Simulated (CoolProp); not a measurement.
A Linde-Hampson liquefier for methane: isothermal reversible compression at 290 K from 1 atm to 30 MPa, throttling to 1 atm, return gas leaving the recuperator 5 K below the feed. Each further row changes one setting.

The numbers come from the reference Helmholtz-energy equation of state, Setzmann 1991 in CoolProp.

```json
[
 {"case": "as stated", "liquid yield per pass": "0.246", "compression work (kJ/kg of gas)": "798"},
 {"case": "high pressure 60 MPa", "liquid yield per pass": "0.252", "compression work (kJ/kg of gas)": "912"},
 {"case": "warm-end temperature 320 K", "liquid yield per pass": "0.190", "compression work (kJ/kg of gas)": "903"},
 {"case": "warm-end gap 10 K", "liquid yield per pass": "0.237", "compression work (kJ/kg of gas)": "798"}
]
```
